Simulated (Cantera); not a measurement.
# Thermodynamics of iron carbonyl, mercury and lead vapours, feed PbO + H2

Charge: 1 mol PbO, a varied amount of H2, at 1025 K and 101000 Pa.

These are equilibrium values from Cantera (NASA tables, ideal gas, pure condensed phases), not measurements of a reactor. Candidate condensed phases: H2O, Pb, PbO, PbO2, Pb3O4; 12 gas species. Mutual solubility and eutectic melting of coexisting phases are not modelled. Rates play no part.

```csv
n(H2) (mol),x H2O,x H2,x Pb,x PbO,x H,n Pb(l),n PbO(yellow)
0.16,1.000,0.000161,2.75e-5,6.76e-7,5.49e-11,0.160,0.840
0.22,1.000,0.000161,2.75e-5,6.76e-7,5.49e-11,0.220,0.780
0.3,1.000,0.000161,2.75e-5,6.76e-7,5.49e-11,0.300,0.700
0.41,1.000,0.000161,2.75e-5,6.76e-7,5.49e-11,0.410,0.590
0.56,1.000,0.000161,2.75e-5,6.76e-7,5.49e-11,0.560,0.440
0.78,1.000,0.000161,2.75e-5,6.76e-7,5.49e-11,0.780,0.220
1.1,0.909,0.0909,2.75e-5,1.09e-9,1.30e-9,1.000,0
1.5,0.667,0.333,2.75e-5,2.18e-10,2.50e-9,1.000,0
```
x: gas mole fraction; n: condensed amount in mol.

From 0.16 mol H2 to 0.78 mol H2 the condensed part is Pb(l) + PbO(yellow). From 1.1 mol H2 to 1.5 mol H2 the condensed part is Pb(l). The main Pb-bearing gas is Pb throughout.
